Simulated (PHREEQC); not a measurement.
Make-up at 25 °C: 0.0033 mol Cu(NO3)2 and 0.21 mol Na2SO4 per kg of water. Closed to the air; pH follows from the charge balance.

All values are PHREEQC results (ion-association model, wateq4f.dat), not measurements.

This is a speciation only: nothing precipitates in the calculation.

Question: Order these S species by the share of S that they hold, largest first: CuSO4, SO4-2, NaSO4-.

Answer: SO4-2 (72 %), NaSO4- (27 %), CuSO4 (0.91 %)

The pH is 5.67 and the ionic strength 0.518 mol/kgw. Saturation is exceeded, for instance for Brochantite, Antlerite; the values hold only as long as no solid forms.
